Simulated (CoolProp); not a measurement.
Ethanol along the isotherm 172.45 °C: density (kg/m³) from the reference equation and from simpler models built on Tc = 241.6 °C, pc = 62.68 bar, ω = 0.644; each cubic takes its own stable root.

Model: reference Helmholtz-energy equation of state, Schroeder 2014, in CoolProp.

| p (bar) | phase | reference | van der Waals | Redlich-Kwong | Soave-Redlich-Kwong | Peng-Robinson |
|---|---|---|---|---|---|---|
| 15.7 | gas | 23.88 | 22.11 | 22.81 | 23.54 | 23.84 |
| 31.3 | liquid | 617.3 | 53.95 | 440.3 | 496.3 | 562.1 |
| 47 | liquid | 622.8 | 327.7 | 451.0 | 502.0 | 567.9 |
| 62.7 | liquid | 627.8 | 337.5 | 460.2 | 507.2 | 573.4 |
| 78.3 | liquid | 632.4 | 345.3 | 468.2 | 512.1 | 578.4 |
| 94 | liquid | 636.7 | 352.0 | 475.5 | 516.6 | 583.1 |
| 110 | liquid | 640.8 | 357.8 | 482.2 | 521.0 | 587.6 |
| 125 | liquid | 644.5 | 362.7 | 488.0 | 524.8 | 591.6 |
| 141 | liquid | 648.2 | 367.3 | 493.7 | 528.7 | 595.6 |
| 157 | liquid | 651.7 | 371.6 | 499.0 | 532.4 | 599.5 |

At some of these states van der Waals gives the other phase, because its saturation line lies elsewhere.
